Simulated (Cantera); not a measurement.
A perfectly stirred reactor is fed with NH₃ : H₂ = 1 : 0.13 (molar parts), at 0.651 atm; it is held at 1650 K, and followed from long to short residence time.

Detailed kinetics in Cantera: the gas-phase N/H chemistry of the illustrative SiF4/NH3 mechanism in the Surface Chemkin manual (1991). Walls and surfaces, which speed up NH3 decomposition in real reactors, are not modelled.

Problem. Predict: x(NH₃) at τ = 19.0 s; x(H₂) at τ = 19.0 s; x(N₂H₄) at τ = 19.0 s; x(N) at τ = 19.0 s; x(H) at τ = 19.0 s; x(NH₃) at τ = 0.240 s; x(H₂) at τ = 0.240 s; x(N₂H₄) at τ = 0.240 s; x(N) at τ = 0.240 s; x(H) at τ = 0.240 s.

Solution. 
```
Item                      Value
----------------------  -------
x(NH₃) at τ = 19.0 s      0.209
x(H₂) at τ = 19.0 s       0.612
x(N₂H₄) at τ = 19.0 s   2.28e-8
x(N) at τ = 19.0 s      1.06e-8
x(H) at τ = 19.0 s      5.73e-5
x(NH₃) at τ = 0.240 s     0.828
x(H₂) at τ = 0.240 s      0.157
x(N₂H₄) at τ = 0.240 s  1.76e-7
x(N) at τ = 0.240 s     1.08e-8
x(H) at τ = 0.240 s     1.03e-5
```
